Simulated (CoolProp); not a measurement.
R1224YDZ at several states: density (kg/m³) from the reference equation and from simpler models built on Tc = 428.7 K, pc = 33.34 bar, ω = 0.325; each cubic takes its own stable root.

Model: reference Helmholtz-energy equation of state, Akasaka 2023, in CoolProp.

```
T (K)  p (bar)   phase  reference
-----  -------  ------  ---------
471.7     1.31     gas      5.009
232.6     18.9  liquid       1531
341.5    0.264     gas      1.389
310.5      5.2  liquid       1326
```

### Question
How far does each simpler model (van der Waals, Redlich-Kwong, Soave-Redlich-Kwong, Peng-Robinson) lie from the reference over these 4 states: mean and median of the absolute difference, and the worst?

### Answer
- van der Waals: mean 34.8 %, median 20.8 %, worst -97.5 % at 310.5 K and 5.2 bar
- Redlich-Kwong: mean 7.3 %, median 6.9 %, worst -15.5 % at 310.5 K and 5.2 bar
- Soave-Redlich-Kwong: mean 5.5 %, median 5.4 %, worst -10.9 % at 232.6 K and 18.9 bar
- Peng-Robinson: mean 0.4 %, median 0.2 %, worst +1.1 % at 310.5 K and 5.2 bar

At some of these states van der Waals gives the other phase, because its saturation line lies elsewhere.
